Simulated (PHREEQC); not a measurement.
Synthetic water in mg/kgw, 75 °C, pH 2.61, pe 12.6:

```
constituent  mg/kgw
-----------  ------
Na              285
K              1.89
Ca              392
Mg             49.1
Cl              486
S(6) as SO4    1350
Zn             1.98
Cu(2)          70.6
```

Valence states are taken as typed.

Equilibrium calculation in PHREEQC: ion-association model, phreeqc.dat.

No solid was allowed to form.

Q: Estimate the ionic strength.

A: ionic strength 0.0482 mol/kgw.

Q: In which forms is Mg present?

A: Mg+2 51 %, MgSO4 49 % of the Mg.

Complexes and solids missing from the database can't appear. Constants without temperature data keep their 25 °C values here.
